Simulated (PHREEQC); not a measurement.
Dissolve 0.11 mol/kgw AgF and 0.00015 mol/kgw NaNO3 at 25 °C. Closed to the air; pH follows from the charge balance.

Equilibrium calculation in PHREEQC: ion-association model, wateq4f.dat.

This is a speciation only: nothing precipitates in the calculation.

**Question.** Predict the pH, ionic strength.

**Answer.** pH 7.62; ionic strength 0.0975 mol/kgw.

**Question.** In which forms is F present?

**Answer.** F- 88 %, AgF 12 % of the F.

Examples of supersaturated solids here: Ag2O. Others may be too.
